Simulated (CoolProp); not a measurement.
Vapour-liquid equilibrium of toluene (1) + m-xylene (2) at 501.1 K; x and y are mole fractions of (1).

Model: multi-fluid Helmholtz-energy mixture model, Lemmon 2006 and Zhou 2012; pair parameters Bell 2016, in CoolProp.

| x | bubble pressure, mixture model (kPa) | bubble pressure, Raoult's law (kPa) | y, mixture model | y, Raoult's law |
|---|---|---|---|---|
| 0.05 | 710.3 | 710.3 | 0.078 | 0.084 |
| 0.2 | [?] | 787.2 | [?] | 0.304 |
| 0.35 | 871.4 | 864.1 | 0.462 | 0.485 |
| 0.5 | 951.6 | 941.0 | [?] | 0.636 |
| 0.65 | [?] | 1018 | 0.739 | 0.765 |
| 0.8 | [?] | 1095 | 0.855 | 0.875 |
| 0.95 | [?] | 1172 | 0.964 | 0.971 |

Task: Complete the blanks.

Result: 
- 0.2, bubble pressure, mixture model (kPa): 790.0
- 0.2, y, mixture model: 0.287
- 0.5, y, mixture model: 0.610
- 0.65, bubble pressure, mixture model (kPa): 1029
- 0.8, bubble pressure, mixture model (kPa): 1104
- 0.95, bubble pressure, mixture model (kPa): 1174

The largest gap from Raoult's law is +1.1 % in bubble pressure, at x = 0.5. No azeotrope shows between x = 0.05 and 0.95.

The pair parameters rest on a limited set of measurements; away from them the model extrapolates.
